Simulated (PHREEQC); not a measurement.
Make-up at 25 °C: 36 mmol/kgw Al2(SO4)3, 0.21 mmol/kgw ZnCl2, 37 mmol/kgw HCl and 120 mmol/kgw NaCl. Closed to the air; pH follows from the charge balance.

The numbers come from PHREEQC with the ion-association model, phreeqc.dat.

Precipitation was switched off in this run.

Estimate the pH.

pH 1.75.

In which forms is Na present?

Na+ 97 %, NaSO4- 3.0 % of the Na.
